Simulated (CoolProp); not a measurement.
Ethanol along the isotherm 299.65 °C: density (kg/m³) from the reference equation and from simpler models built on Tc = 241.6 °C, pc = 6.268 MPa, ω = 0.644; each cubic takes its own stable root.

The numbers come from the reference Helmholtz-energy equation of state, Schroeder 2014 in CoolProp.

| p (MPa) | phase | reference |
|---|---|---|
| 1.04 | gas | 10.37 |
| 2.09 | gas | 21.55 |
| 3.13 | gas | 33.47 |
| 4.18 | gas | 46.56 |
| 5.22 | gas | 60.87 |
| 6.27 | supercritical | 77.13 |
| 7.31 | supercritical | 95.74 |
| 8.36 | supercritical | 118.2 |
| 9.4 | supercritical | 145.5 |
| 10.4 | supercritical | 178.0 |
| 11.5 | supercritical | 220.5 |
| 12.5 | supercritical | 261.3 |
| 13.6 | supercritical | 301.6 |
| 14.6 | supercritical | 331.1 |
| 15.7 | supercritical | 357.1 |

Q: How far does each simpler model (ideal gas, van der Waals, Redlich-Kwong, Soave-Redlich-Kwong) lie from the reference over these 15 states: mean and median of the absolute difference, and the worst?

A: 
- ideal gas: mean 32.2 %, median 31.6 %, worst -57.5 % at 299.65 °C and 15.7 MPa
- van der Waals: mean 12.5 %, median 11.0 %, worst +32.1 % at 299.65 °C and 9.4 MPa
- Redlich-Kwong: mean 9.5 %, median 8.6 %, worst +20.7 % at 299.65 °C and 9.4 MPa
- Soave-Redlich-Kwong: mean 8.4 %, median 2.8 %, worst -24.2 % at 299.65 °C and 15.7 MPa
